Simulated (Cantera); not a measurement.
Mixture: H2 : O2 : N2 = 1 : 0.694 : 3.26 (molar parts), equivalence ratio 0.72, at 17.8 atm, adiabatic and at constant pressure. Ignition delay is the time to a rise of 400 K.

Computed with Cantera and GRI-Mech 3.0 (53 species, 325 reactions). The hydrogen kinetics of GRI-Mech 3.0 are dated; newer H2 mechanisms differ, most at raised pressure. The pressure lies above the range GRI-Mech 3.0 was tuned for (to about 10 atm).

**Question.** At T0 = 1323 K, what is the delay, and which 7 reactions control it most (d ln τ / d ln k, from doubling and halving each rate constant)?

**Answer.** The delay is 6.84 µs.
```
reaction                  d ln τ / d ln k   faster rate
------------------------  ---------------  ------------
H + O2 <=> O + OH                   -2.16   shortens it
H + O2 + N2 <=> HO2 + N2             1.41  lengthens it
H + O2 + M <=> HO2 + M               0.88  lengthens it
H + O2 + O2 <=> HO2 + O2             0.34  lengthens it
H + HO2 <=> 2 OH                    -0.25   shortens it
H2 + O <=> H + OH                   -0.19   shortens it
H + H2O2 <=> H2 + HO2               -0.15   shortens it
```
